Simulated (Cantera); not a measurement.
SiHCl3 + Cl2 + H2 (silicon epitaxy and polysilicon growth)

Charge: 1 mol SiHCl3, 0.39 mol Cl2, 120 mol H2, at 1000 Pa.

Method: chemical equilibrium by Gibbs-energy minimisation in Cantera with the NASA 1993 tables (ideal gas, pure condensed phases). Candidate condensed phases: Si; 19 gas species. The tables' values for SiCl3 are old estimates; treat these amounts as uncertain. Rates play no part.

```json
[
 {"T (°C)": "700", "x H2": "0.982", "x HCl": "0.0127", "x SiCl4": "0.00323", "x SiCl2": "0.000264", "x SiHCl3": "0.00141", "x SiCl3": "0.000173", "x H": "1.07e-8", "x SiH2Cl2": "6.38e-5", "n Si(s)": "0.374"},
 {"T (°C)": "750", "x H2": "0.979", "x HCl": "0.0175", "x SiCl4": "0.00213", "x SiCl2": "0.000556", "x SiHCl3": "0.00101", "x SiCl3": "0.000237", "x H": "4.10e-8", "x SiH2Cl2": "5.29e-5", "n Si(s)": "0.513"},
 {"T (°C)": "800", "x H2": "0.975", "x HCl": "0.0219", "x SiCl4": "0.00112", "x SiCl2": "0.000954", "x SiHCl3": "0.000612", "x SiCl3": "0.000258", "x H": "1.38e-7", "x SiH2Cl2": "3.91e-5", "n Si(s)": "0.635"},
 {"T (°C)": "850", "x H2": "0.973", "x HCl": "0.0248", "x SiCl4": "0.000457", "x SiCl2": "0.00133", "x SiHCl3": "0.000308", "x SiCl3": "0.000222", "x H": "4.20e-7", "x SiH2Cl2": "2.54e-5", "n Si(s)": "0.713"},
 {"T (°C)": "900", "x H2": "0.972", "x HCl": "0.0261", "x SiCl4": "0.000158", "x SiCl2": "0.00160", "x SiHCl3": "0.000137", "x SiCl3": "0.000160", "x H": "1.16e-6", "x SiH2Cl2": "1.52e-5", "n Si(s)": "0.747"},
 {"T (°C)": "950", "x H2": "0.971", "x HCl": "0.0266", "x SiCl4": "5.26e-5", "x SiCl2": "0.00177", "x SiHCl3": "5.93e-5", "x SiCl3": "0.000108", "x H": "2.96e-6", "x SiH2Cl2": "8.90e-6", "n Si(s)": "0.755"},
 {"T (°C)": "1000", "x H2": "0.971", "x HCl": "0.0267", "x SiCl4": "1.82e-5", "x SiCl2": "0.00190", "x SiHCl3": "2.64e-5", "x SiCl3": "7.25e-5", "x H": "7.03e-6", "x SiH2Cl2": "5.31e-6", "n Si(s)": "0.753"},
 {"T (°C)": "1050", "x H2": "0.971", "x HCl": "0.0267", "x SiCl4": "6.67e-6", "x SiCl2": "0.00200", "x SiHCl3": "1.23e-5", "x SiCl3": "4.94e-5", "x H": "1.56e-5", "x SiH2Cl2": "3.26e-6", "n Si(s)": "0.746"},
 {"T (°C)": "1100", "x H2": "0.971", "x HCl": "0.0266", "x SiCl4": "2.62e-6", "x SiCl2": "0.00209", "x SiHCl3": "6.05e-6", "x SiCl3": "3.44e-5", "x H": "3.28e-5", "x SiH2Cl2": "2.07e-6", "n Si(s)": "0.739"},
 {"T (°C)": "1150", "x H2": "0.971", "x HCl": "0.0265", "x SiCl4": "1.09e-6", "x SiCl2": "0.00217", "x SiHCl3": "3.12e-6", "x SiCl3": "2.45e-5", "x H": "6.55e-5", "x SiH2Cl2": "1.35e-6", "n Si(s)": "0.730"},
 {"T (°C)": "1200", "x H2": "0.971", "x HCl": "0.0263", "x SiCl4": "4.84e-7", "x SiCl2": "0.00224", "x SiHCl3": "1.68e-6", "x SiCl3": "1.78e-5", "x H": "0.000125", "x SiH2Cl2": "9.12e-7", "n Si(s)": "0.722"}
]
```
x: gas mole fraction; n: condensed amount in mol.

From 700 °C to 1200 °C the condensed part is Si(s). The main Si-bearing gas is SiCl4 at 700 °C and SiCl2 at 1200 °C. The share of Si in condensed phases is highest at 950 °C (75.5 %) and lowest at 700 °C (37.4 %).
